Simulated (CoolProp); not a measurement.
Vapour-liquid equilibrium of carbon dioxide (1) + R22 (2) at 540 kPa; x and y are mole fractions of (1).

Values from CoolProp's multi-fluid Helmholtz-energy mixture model, Span 1996 and Kamei 1995; pair parameters Bell 2016.

```tsv
x	bubble temperature, mixture model (K)	bubble temperature, Raoult's law (K)	y, mixture model	y, Raoult's law
0.05	269.7	267.4	0.200	0.276
0.15	259.1	255.2	0.492	0.582
0.25	250.2	246.5	0.676	0.738
0.35	242.9	239.9	0.790	0.828
0.45	236.8	234.7	0.863	0.885
0.55	231.9	230.4	0.911	0.923
0.65	227.8	226.8	0.943	0.950
0.75	224.3	223.7	0.966	0.969
0.85	221.3	221.0	0.982	0.984
0.95	218.7	218.6	0.995	0.995
```

The largest gap from Raoult's law is +3.9 K in bubble temperature, at x = 0.15. No azeotrope shows between x = 0.05 and 0.95.

Pair parameters are fitted to limited data, so mixtures are less certain than the pure fluids.
